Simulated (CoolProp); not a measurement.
A Linde-Hampson liquefier for dry air: isothermal reversible compression at 290 K from 1 atm to 5 MPa, throttling to 1 atm, return gas leaving the recuperator 5 K below the feed. Each further row changes one setting.

Computed with CoolProp (reference Helmholtz-energy equation of state, Lemmon 2000). It is a pseudo-pure fit of the blend.

```json
[
 {"case": "as stated", "liquid yield per pass": "0.015", "compression work (kJ/kg of gas)": "323"},
 {"case": "high pressure 10 MPa", "liquid yield per pass": "0.041", "compression work (kJ/kg of gas)": "380"},
 {"case": "warm-end temperature 320 K", "liquid yield per pass": "0.009", "compression work (kJ/kg of gas)": "358"},
 {"case": "warm-end gap 10 K", "liquid yield per pass": "0.003", "compression work (kJ/kg of gas)": "323"}
]
```
